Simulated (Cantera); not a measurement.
A Cantera script and what it prints.

```python
import numpy as np
import cantera as ct

gas_names = [...]  # 151 gases of nasa_gas.yaml made of C, H, N, O, Si
cond_names = """
    C(gr) C6H6(L) C7H8(L) C8H18(L),n-octa H2O(s) H2O(L) Si(cr) Si(L) SiC(b) SiO2(Lqz) SiO2(hqz) SiO2(L)
    Si2N2O(s) Si3N4(a)
""".split()


# ... load() reads the species with a 1 bar reference pressure and builds the phases ...
atoms = {
    'Si': {'Si': 1},
    'CO2': {'C': 1, 'O': 2},
    'H2': {'H': 2},
    'N2O': {'N': 2, 'O': 1},
}
top_T = {'C(gr)': 4500, 'SiC(b)': 3050, 'Si2N2O(s)': 2100, 'Si3N4(a)': 2400}  # K; cautious upper limits of use, not melting points


# ... equilibrate(T, P, feed) seeds the gas with the atoms and calls Mixture.equilibrate('TP', solver="vcs", rtol=1e-11, max_steps=5000) ...
results = []
T = 1975  # K
P = 10000  # Pa
for m in [32, 40, 49, 60, 74, 91, 110, 140, 170, 210, 250, 310]:
    feed = {'Si': 1, 'CO2': 0.24, 'H2': m, 'N2O': 0.024}  # mol
    mix = equilibrate(T, P, feed)
    results.append((T, P, feed, dict(zip(mix.species_names, mix.species_moles))))

top = {s: max(r[3][s] / sum(r[3][g] for g in gas_names) for r in results) for s in gas_names}
cols = sorted((s for s in top if top[s] > 0.0001), key=lambda s: -top[s])[:9]
seen = [c for c in cond_names if any(r[3].get(c, 0) > 1e-12 for r in results)]
print("log10 of partial pressures in bar; condensed amounts in mol")
print(f"{'n(H2)':>10s}" + "".join(f"{s[:9]:>10s}" for s in cols + seen))
for T, P, feed, n in results:
    ng = sum(n[g] for g in gas_names)
    print(f"{feed['H2']:10.4g}" + "".join(f"{np.log10(max(n[s] / ng * P / 1e5, 1e-99)):10.3f}" for s in cols)
          + "".join(f"{n.get(c, 0):10.4g}" for c in seen))
```

It prints:

```
log10 of partial pressures in bar; condensed amounts in mol
     n(H2)        H2       SiO         H        CO        N2        Si     Si(L)    SiC(b)
        32    -1.009    -2.919    -3.368    -3.466    -4.139    -4.490    0.4632    0.1275
        40    -1.008    -3.015    -3.368    -3.562    -4.235    -4.490    0.4593    0.1273
        49    -1.007    -3.102    -3.367    -3.649    -4.323    -4.490    0.4548    0.1271
        60    -1.006    -3.189    -3.367    -3.736    -4.411    -4.490    0.4494    0.1269
        74    -1.005    -3.280    -3.366    -3.826    -4.502    -4.490    0.4425    0.1266
        91    -1.005    -3.369    -3.366    -3.916    -4.593    -4.490    0.4341    0.1263
       110    -1.004    -3.451    -3.366    -3.998    -4.676    -4.490    0.4246    0.1259
       140    -1.004    -3.555    -3.366    -4.102    -4.781    -4.490    0.4097    0.1254
       170    -1.003    -3.639    -3.366    -4.186    -4.867    -4.490    0.3948    0.1248
       210    -1.003    -3.731    -3.365    -4.277    -4.960    -4.490     0.375    0.1241
       250    -1.003    -3.806    -3.365    -4.353    -5.037    -4.490    0.3551    0.1234
       310    -1.003    -3.899    -3.365    -4.446    -5.132    -4.490    0.3252    0.1224
```

Equilibrium computed with Cantera from the NASA thermochemical tables; the gas is ideal and each condensed phase is pure. Mutual solubility and eutectic melting of coexisting phases are not modelled. Gases not in the tables: Si2H6 and higher silanes.
